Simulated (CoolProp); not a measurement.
The numbers come from the reference Helmholtz-energy equation of state, Penoncello 2003 in CoolProp.

Question: For CHF3 (R23), give the phase and the Joule-Thomson coefficient (K/MPa), viscosity (µPa s) at 455.5 K and 12.9 MPa; 389.7 K and 0.251 MPa.

Answer: 
- 455.5 K and 12.9 MPa: supercritical; Joule-Thomson coefficient 2.72, viscosity 27.9
- 389.7 K and 0.251 MPa: gas; Joule-Thomson coefficient 5.99, viscosity 19.1

Viscosity comes from a separate model (Shan 2000).
